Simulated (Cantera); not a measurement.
Charge: 1 mol SiC, 0.47 mol H₂O, 120 mol N₂, 0.00068 mol CO₂, at 1.80 Pa.

Cantera equilibrium calculation (NASA polynomials, part measured and part estimated; ideal gas, pure solids and liquids). Candidate condensed phases: C, C₆H₆, C₇H₈, C₈H₁₈, H₂O, Si, SiC, SiO₂, Si₂N₂O, Si₃N₄; 151 gas species. N₂ is the only nitrogen source here; it is nearly inert below about 1500 K, so the nitride shown seldom forms there in practice. Mutual solubility and eutectic melting of coexisting phases are not modelled. Equilibrium is a limit: real reactors are often held back by kinetics, nucleation or transport.

log p: log10 of the partial pressure in bar; n: condensed amount in mol.

| T (°C) | log p N₂ | log p H₂ | log p CO | log p SiO | log p Si | log p H | log p HCN | n SiC(s) | n Si₂N₂O(s) |
|---|---|---|---|---|---|---|---|---|---|
| 977 | -4.75 | -7.15 | -7.33 | -9.36 | -13.11 | -9.89 | -10.46 | 0.687 | 0.155 |
| 1027 | -4.75 | -7.16 | -7.34 | -8.51 | -11.91 | -9.53 | -10.61 | 0.693 | 0.143 |
| 1077 | -4.75 | -7.16 | -7.39 | -7.74 | -10.79 | -9.20 | -10.77 | 0.727 | 0.0756 |
| 1127 | -4.75 | -7.16 | -7.45 | -7.46 | … | … | … | 0.764 | 0 |
| 1177 | -4.75 | -7.16 | -7.45 | -7.46 | -9.34 | -8.61 | -10.49 | 0.763 | 0 |
| 1227 | -4.75 | -7.17 | -7.44 | -7.47 | -8.77 | -8.34 | -10.28 | 0.759 | 0 |
| 1277 | -4.75 | -7.18 | -7.42 | -7.49 | … | … | … | 0.746 | 0 |
| 1327 | -4.75 | -7.20 | -7.37 | -7.56 | -7.82 | -7.87 | -9.84 | 0.712 | 0 |
| 1377 | -4.75 | -7.23 | -7.29 | -7.74 | -7.48 | -7.66 | -9.55 | 0.649 | 0 |

### Question
Some entries are withheld; supply them.

### Answer

- 1127, log p Si: -9.95
- 1127, log p H: -8.89
- 1127, log p HCN: -10.71
- 1277, log p Si: -8.26
- 1277, log p H: -8.09
- 1277, log p HCN: -10.07
